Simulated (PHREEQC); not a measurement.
1 kg of water holding 0.03 mol NaCl, 0.17 mol Na2SO4 and 0.22 mol K2SO4 is evaporated at 20 °C; the solids stay in contact with the brine. No CO2 enters from the air. Only these solids could form: Arcanite, Glaserite, Halite, Mirabilite, Misenite, Sylvite, Thenardite.

The numbers come from PHREEQC with the Pitzer model, pitzer.dat.

```csv
water left (kg),ionic strength,water activity,Glaserite (mol),Thenardite (mol)
1,1.20,0.985,0,0
0.6755,1.78,(withheld),0,0
0.4563,2.63,0.969,0,0
0.3082,(withheld),0.957,0,0
0.2082,4.18,(withheld),0.0548,0
0.1407,4.77,0.945,0.0882,0
0.09502,(withheld),0.933,0.110,0
0.06136,6.66,0.917,0.124,0
0.0457,(withheld),0.913,0.130,0
0.02238,6.60,0.895,0.139,0
0.00756,7.93,0.796,0.144,0
0.006434,8.66,0.761,0.145,0.0374
0.006434,8.66,0.761,0.145,(withheld)
0.006434,8.66,0.761,0.145,0.0865
0.005012,8.55,0.729,0.145,0.0954
```

Fill in the missing entries.


- 0.6755, water activity: 0.978
- 0.3082, ionic strength: 3.76
- 0.2082, water activity: 0.952
- 0.09502, ionic strength: 5.71
- 0.0457, ionic strength: 6.63
- 0.006434, Thenardite (mol): 0.0667

Species that the database lacks are ignored.
